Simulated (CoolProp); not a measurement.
Aqueous magnesium chloride as a coolant, at 8 °C, 1 atm.

The numbers come from the Melinder's fits for secondary coolants in CoolProp.

```csv
mass %,freezing point (°C),Prandtl number,conductivity (W/(m K)),cp (kJ/(kg K)),density (kg/m³)
5.4,-3.3,11.6,0.566,3.857,1046
8.7,-6.6,12.9,0.558,3.663,1075
11.9,-11.2,15.2,0.550,3.482,1104
15.1,-17.0,17.4,0.541,3.312,1133
18.4,-24.3,19.6,0.532,3.150,1164
21.6,-34.0,27.9,0.522,3.006,1196
24.8,-48.9,94.8,0.507,2.865,1234
28.1,-75.8,2930,0.477,2.709,1283
```
